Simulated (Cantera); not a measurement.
Cantera run:

```python
import numpy as np
import cantera as ct

gas_names = """
    AL ALN ALO ALO2 AL2 AL2O AL2O2 N NO NO2 NO3 N2 N2O O O2 O3
""".split()
cond_names = """
    AL(cr) AL(L) ALN(s) AL2O3(a) AL2O3(L)
""".split()


# ... load() reads the species with a 1 bar reference pressure and builds the phases ...
atoms = {
    'Al2O3': {'AL': 2, 'O': 3},
    'N2': {'N': 2},
}
top_T = {'ALN(s)': 2750}  # K; cautious upper limits of use, not melting points


# ... equilibrate(T, P, feed) seeds the gas with the atoms and calls Mixture.equilibrate('TP', solver="vcs", rtol=1e-11, max_steps=5000) ...
results = []
feed = {'Al2O3': 1, 'N2': 9.6}  # mol
P = 370000  # Pa
for T in [1648, 1748, 1848, 1948, 2048, 2148, 2248, 2348, 2448, 2548, 2648, 2748, 2848, 2948]:
    mix = equilibrate(T, P, feed)
    results.append((T, P, feed, dict(zip(mix.species_names, mix.species_moles))))
    x = sorted(zip(gas.X, gas.species_names), reverse=True)
    print(f"T = {T:g} K  P = {P:g} Pa  gas = {mix.phase_moles(0):.4g} mol")
    print("   x: " + "  ".join(f"{s} {v:.3e}" for v, s in x if v > 0.0001))
    print("   condensed (mol): " + ("  ".join(f"{mix.phase(i).name} {mix.phase_moles(i):.4g}"
          for i in range(1, mix.n_phases) if mix.phase_moles(i) > 1e-12) or "none"))
```

Output:

```
T = 1648 K  P = 370000 Pa  gas = 9.6 mol
   x: N2 1.000e+00
   condensed (mol): AL2O3(a) 1
T = 1748 K  P = 370000 Pa  gas = 9.6 mol
   x: N2 1.000e+00
   condensed (mol): AL2O3(a) 1
T = 1848 K  P = 370000 Pa  gas = 9.6 mol
   x: N2 1.000e+00
   condensed (mol): AL2O3(a) 1
T = 1948 K  P = 370000 Pa  gas = 9.6 mol
   x: N2 1.000e+00
   condensed (mol): AL2O3(a) 1
T = 2048 K  P = 370000 Pa  gas = 9.6 mol
   x: N2 1.000e+00
   condensed (mol): AL2O3(a) 1
T = 2148 K  P = 370000 Pa  gas = 9.6 mol
   x: N2 1.000e+00
   condensed (mol): AL2O3(a) 1
T = 2248 K  P = 370000 Pa  gas = 9.6 mol
   x: N2 1.000e+00
   condensed (mol): AL2O3(a) 1
T = 2348 K  P = 370000 Pa  gas = 9.6 mol
   x: N2 1.000e+00
   condensed (mol): AL2O3(L) 1
T = 2448 K  P = 370000 Pa  gas = 9.6 mol
   x: N2 1.000e+00
   condensed (mol): AL2O3(L) 1
T = 2548 K  P = 370000 Pa  gas = 9.6 mol
   x: N2 1.000e+00
   condensed (mol): AL2O3(L) 0.9999
T = 2648 K  P = 370000 Pa  gas = 9.601 mol
   x: N2 9.999e-01
   condensed (mol): AL2O3(L) 0.9998
T = 2748 K  P = 370000 Pa  gas = 9.601 mol
   x: N2 9.998e-01
   condensed (mol): AL2O3(L) 0.9996
T = 2848 K  P = 370000 Pa  gas = 9.603 mol
   x: N2 9.996e-01  NO 1.692e-04
   condensed (mol): AL2O3(L) 0.999
T = 2948 K  P = 370000 Pa  gas = 9.607 mol
   x: N2 9.991e-01  NO 3.302e-04  AL 2.014e-04  O 1.474e-04  ALO 1.201e-04
   condensed (mol): AL2O3(L) 0.9978
```

These are equilibrium values from Cantera (NASA tables, ideal gas, pure condensed phases), not measurements of a reactor.
